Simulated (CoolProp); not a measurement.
Vapour-liquid equilibrium of n-hexane (1) + o-xylene (2) at 343.3 K; x and y are mole fractions of (1).

The numbers come from the multi-fluid Helmholtz-energy mixture model, Thol 2019 and Zhou 2012; pair parameters Bell 2016 in CoolProp.

```json
[
 {"x": "0.05", "bubble pressure (kPa)": "14.53", "y at the bubble point": "0.442", "dew pressure at overall composition x (kPa)": "8.912", "liquid density (mol/L)": "7.855"},
 {"x": "0.125", "bubble pressure (kPa)": "23.20", "y at the bubble point": "0.674", "dew pressure at overall composition x (kPa)": "9.626", "liquid density (mol/L)": "…"},
 {"x": "0.2", "bubble pressure (kPa)": "31.40", "y at the bubble point": "0.777", "dew pressure at overall composition x (kPa)": "10.46", "liquid density (mol/L)": "7.755"},
 {"x": "0.275", "bubble pressure (kPa)": "39.20", "y at the bubble point": "0.836", "dew pressure at overall composition x (kPa)": "11.46", "liquid density (mol/L)": "7.702"},
 {"x": "0.35", "bubble pressure (kPa)": "46.64", "y at the bubble point": "0.874", "dew pressure at overall composition x (kPa)": "12.67", "liquid density (mol/L)": "…"},
 {"x": "0.425", "bubble pressure (kPa)": "53.78", "y at the bubble point": "0.901", "dew pressure at overall composition x (kPa)": "…", "liquid density (mol/L)": "7.593"},
 {"x": "0.5", "bubble pressure (kPa)": "60.68", "y at the bubble point": "0.922", "dew pressure at overall composition x (kPa)": "16.04", "liquid density (mol/L)": "7.535"},
 {"x": "0.575", "bubble pressure (kPa)": "67.41", "y at the bubble point": "0.939", "dew pressure at overall composition x (kPa)": "18.50", "liquid density (mol/L)": "7.476"},
 {"x": "0.65", "bubble pressure (kPa)": "74.03", "y at the bubble point": "0.952", "dew pressure at overall composition x (kPa)": "21.84", "liquid density (mol/L)": "…"},
 {"x": "0.725", "bubble pressure (kPa)": "80.63", "y at the bubble point": "0.964", "dew pressure at overall composition x (kPa)": "26.62", "liquid density (mol/L)": "7.351"},
 {"x": "0.8", "bubble pressure (kPa)": "87.29", "y at the bubble point": "0.975", "dew pressure at overall composition x (kPa)": "34.03", "liquid density (mol/L)": "7.286"},
 {"x": "0.875", "bubble pressure (kPa)": "94.08", "y at the bubble point": "0.985", "dew pressure at overall composition x (kPa)": "46.86", "liquid density (mol/L)": "7.219"},
 {"x": "0.95", "bubble pressure (kPa)": "101.1", "y at the bubble point": "0.994", "dew pressure at overall composition x (kPa)": "72.84", "liquid density (mol/L)": "7.149"}
]
```

Task: Fill in the missing entries.

Result: 
- 0.125, liquid density (mol/L): 7.806
- 0.35, liquid density (mol/L): 7.648
- 0.425, dew pressure at overall composition x (kPa): 14.16
- 0.65, liquid density (mol/L): 7.415

No azeotrope shows between x = 0.05 and 0.95.

Pair parameters are fitted to limited data, so mixtures are less certain than the pure fluids.
